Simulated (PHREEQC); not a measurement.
Dissolve 110 mmol/kgw ZnSO4 at 20 °C. Closed to the air; pH follows from the charge balance.

Model: ion-association model, phreeqc.dat, run in PHREEQC.

Precipitation was switched off in this run.

Task: Order these Zn species by the share of Zn that they hold, largest first: Zn(SO4)2-2, Zn+2, ZnSO4.

Result: Zn+2 (50 %), ZnSO4 (37 %), Zn(SO4)2-2 (13 %)

The pH is 5.61 and the ionic strength 0.222 mol/kgw. Species that the database lacks are ignored.
